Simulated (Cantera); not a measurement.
What does this Cantera script print?

```python
import numpy as np
import cantera as ct

gas_names = """
    H HNO HNO2 HNO3 HO2 H2 H2O H2O2 N NH NH2 NH3 NH2OH NO NO2 NO3 N2 N2H2 N2H4 N2O O OH O2 O3 Zr ZrN ZrO
    ZrO2
""".split()
cond_names = """
    H2O(s) H2O(L) Zr(a) Zr(b) Zr(L) ZrN(s) ZrN(L) ZrO2(a) ZrO2(b) ZrO2(L)
""".split()


# ... load() reads the species with a 1 bar reference pressure and builds the phases ...
atoms = {
    'ZrO2': {'Zr': 1, 'O': 2},
    'H2': {'H': 2},
    'N2': {'N': 2},
}
top_T = {}  # K; cautious upper limits of use, not melting points


# ... equilibrate(T, P, feed) seeds the gas with the atoms and calls Mixture.equilibrate('TP', solver="vcs", rtol=1e-11, max_steps=5000) ...
results = []
feed = {'ZrO2': 1, 'H2': 41, 'N2': 2.7}  # mol
T = 1550  # K
for P in [10, 68, 460, 3200, 22000, 150000, 1000000]:
    mix = equilibrate(T, P, feed)
    results.append((T, P, feed, dict(zip(mix.species_names, mix.species_moles))))
    x = sorted(zip(gas.X, gas.species_names), reverse=True)
    print(f"T = {T:g} K  P = {P:g} Pa  gas = {mix.phase_moles(0):.4g} mol")
    print("   x: " + "  ".join(f"{s} {v:.3e}" for v, s in x if v > 1e-05))
    print("   condensed (mol): " + ("  ".join(f"{mix.phase(i).name} {mix.phase_moles(i):.4g}"
          for i in range(1, mix.n_phases) if mix.phase_moles(i) > 1e-12) or "none"))
```

Result:

```
T = 1550 K  P = 10 Pa  gas = 43.77 mol
   x: H2 9.353e-01  N2 6.169e-02  H 3.046e-03
   condensed (mol): ZrN(s) 3.801e-05  ZrO2(b) 1
T = 1550 K  P = 68 Pa  gas = 43.73 mol
   x: H2 9.371e-01  N2 6.175e-02  H 1.169e-03
   condensed (mol): ZrN(s) 6.146e-05  ZrO2(b) 0.9999
T = 1550 K  P = 460 Pa  gas = 43.71 mol
   x: H2 9.378e-01  N2 6.177e-02  H 4.497e-04
   condensed (mol): ZrN(s) 9.916e-05  ZrO2(b) 0.9999
T = 1550 K  P = 3200 Pa  gas = 43.7 mol
   x: H2 9.380e-01  N2 6.178e-02  H 1.705e-04
   condensed (mol): ZrN(s) 0.0001611  ZrO2(b) 0.9998
T = 1550 K  P = 22000 Pa  gas = 43.7 mol
   x: H2 9.381e-01  N2 6.178e-02  H 6.504e-05  H2O 1.194e-05
   condensed (mol): ZrN(s) 0.0002608  ZrO2(b) 0.9997
T = 1550 K  P = 150000 Pa  gas = 43.7 mol
   x: H2 9.382e-01  N2 6.177e-02  H 2.491e-05  H2O 1.929e-05  NH3 1.813e-05
   condensed (mol): ZrN(s) 0.0004214  ZrO2(b) 0.9996
T = 1550 K  P = 1e+06 Pa  gas = 43.69 mol
   x: H2 9.381e-01  N2 6.172e-02  NH3 1.208e-04  H2O 3.098e-05
   condensed (mol): ZrN(s) 0.0006769  ZrO2(b) 0.9993
```

Cantera equilibrium calculation (NASA polynomials, part measured and part estimated; ideal gas, pure solids and liquids). Mutual solubility and eutectic melting of coexisting phases are not modelled. ZrN: taken at fixed stoichiometry. Condensed phases not in the tables: solid solutions among these carbides, nitrides and lower oxides.
